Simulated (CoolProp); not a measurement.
Properties of R365MFC along the isotherm 471 K.

Model: reference Helmholtz-energy equation of state, Lemmon 2016, in CoolProp.

```tsv
p (MPa)	phase	density (kg/m³)	cp (kJ/(kg K))	speed of sound (m/s)	Joule-Thomson coefficient (K/MPa)	fugacity coefficient
0.306	gas	11.95	1.289	161.5	7.132	0.9686
0.612	gas	24.76	1.304	156.4	7.457	0.9377
0.919	gas	38.61	1.322	151.1	7.829	0.9072
1.22	gas	53.34	1.346	145.7	8.248	0.8777
1.53	gas	69.96	1.378	139.9	8.747	0.8477
1.84	gas	88.40	1.421	133.8	9.332	0.8182
2.14	gas	108.5	1.478	127.5	10.000	0.7899
2.45	gas	132.2	1.564	120.7	10.82	0.7610
2.76	gas	160.4	1.698	113.3	11.83	0.7322
3.06	gas	194.2	1.925	105.5	13.02	0.7044
3.37	supercritical	241.6	2.426	96.45	14.50	0.6753
3.67	supercritical	319.1	4.073	85.94	15.81	0.6463
3.98	supercritical	518.9	6.467	82.64	11.31	0.6138
4.29	supercritical	627.3	3.306	110.3	5.870	0.5810
4.59	supercritical	670.7	2.677	132.1	4.043	0.5526
4.9	supercritical	699.5	2.406	149.9	3.103	0.5265
```

The peak of cp marks the crossing from liquid-like to gas-like fluid above the critical point.
